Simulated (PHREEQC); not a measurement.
Model water analysis in mg/L, 25 °C, pH 5.9, pe 1.1:

| constituent | mg/L |
|---|---|
| Na | 1.72 |
| K | 0.0165 |
| Ca | 4.23 |
| Mg | 0.262 |
| Cl | 3.87 |
| S(6) as SO4 | 0.998 |
| Alkalinity as HCO3 | 10.9 |
| Fe(2) | 0.0104 |
| Ba | 0.0336 |
| Si as SiO2 | 0.26 |
| Br | 0.00336 |
| Mn(2) | 0.00621 |

Na is adjusted to close the charge balance.
Valence states are taken as typed.

Model: ion-association model, phreeqc.dat, run in PHREEQC.

```
Item                      Result
--------------  ----------------
ionic strength  0.000436 mol/kgw
```

| species | molality | activity | log γ |
|---|---|---|---|
| CO2 | 0.000497 | 0.000497 | 0.000 |
| HCO3- | 0.000180 | 0.000176 | -0.010 |
| Cl- | 0.000109 | 0.000107 | -0.010 |
| Ca+2 | 0.000105 | 9.57e-5 | -0.041 |
| Na+ | 7.45e-5 | 7.27e-5 | -0.010 |
| Mg+2 | 1.07e-5 | 9.77e-6 | -0.041 |
| SO4-2 | 1.02e-5 | 9.28e-6 | -0.041 |
| H4SiO4 | 4.33e-6 | 4.33e-6 | 0.000 |
| H+ | 1.29e-6 | 1.26e-6 | -0.010 |

No solid was allowed to form.
